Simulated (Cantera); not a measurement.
A perfectly stirred reactor is fed with CH4 : C2H6 : O2 : N2 = 1 : 0.15 : 1.94 : 15 (molar parts), equivalence ratio 1.3, at 0.681 atm; it is adiabatic with a 575 K inlet, and is followed from long to short residence time, starting on the burning branch (τ in s: 0.091, 0.037, 0.015, 0.0063, 0.0026, 0.0011, 0.00043, 0.00018, 7.3e-05, 3e-05, 1.2e-05, 5e-06).

Model: GRI-Mech 3.0 (53 species, 325 reactions), integrated in Cantera.

**Question.** Predict: blow-out, bracketed by the residence times tried; x(CH4) at τ = 91.0 ms; x(C2H6) at τ = 91.0 ms; x(O2) at τ = 91.0 ms; x(CH2CO) at τ = 91.0 ms; x(CH3) at τ = 91.0 ms; x(CH4) at τ = 0.430 ms; x(C2H6) at τ = 0.430 ms; x(O2) at τ = 0.430 ms.

**Answer.** 
| Property | Result |
|---|---|
| blow-out, bracketed by the residence times tried | burning at 6.30 ms, out at 2.60 ms |
| x(CH4) at τ = 91.0 ms | 0.00123 |
| x(C2H6) at τ = 91.0 ms | 1.13e-5 |
| x(O2) at τ = 91.0 ms | 0.00109 |
| x(CH2CO) at τ = 91.0 ms | 1.36e-5 |
| x(CH3) at τ = 91.0 ms | 0.000158 |
| x(CH4) at τ = 0.430 ms | 0.0553 |
| x(C2H6) at τ = 0.430 ms | 0.00829 |
| x(O2) at τ = 0.430 ms | 0.107 |
